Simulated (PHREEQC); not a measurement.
A solution holds 0.11 mol HF, 0.035 mol NaF and 9.8e-05 mol H4SiO4 per kg of water, at 25 °C. Closed to the air; pH follows from the charge balance.

Model: ion-association model, wateq4f.dat, run in PHREEQC.

Precipitation was switched off in this run.

Question: What pH does the model give?

Answer: pH 2.69.

Question: In which forms is F present?

Answer: HF 50 %, F- 20 %, H2F2 19 %, HF2- 11 % of the F.

wateq4f.dat counts part of the HF as a dimer, H2F2, which phreeqc.dat doesn't know; its constant is uncertain. SiF6-2 is the database's only silicon fluoride.
